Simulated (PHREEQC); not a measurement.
A made-up water analysis in mg/L, 5 °C, pH 7.63, pe 0.6: Na 270; K 233; Ca 15; Mg 70.6; Cl 316; S(6) as SO4 4.7; Alkalinity as HCO3 870; Si as SiO2 0.292; Li 0.482; F 0.202; Mn(2) 4.53; Zn 0.828.

Valence states are taken as typed.

Computed with PHREEQC (ion-association model, wateq4f.dat).

The ionic strength comes out as 0.0266 mol/kgw. What activity coefficients do SO4-2, CO3-2, Ca+2, K+, MgHCO3+ get?

SO4-2 0.55, CO3-2 0.56, Ca+2 0.56, K+ 0.86, MgHCO3+ 0.86.

This is a speciation only: nothing precipitates in the calculation. Examples of supersaturated solids here: Rhodochrosite. Others may be too. Constants without temperature data keep their 25 °C values here. SiF6-2 is the database's only silicon fluoride. The database's zinc carbonate complexes are estimates, stronger than later reviews accept.
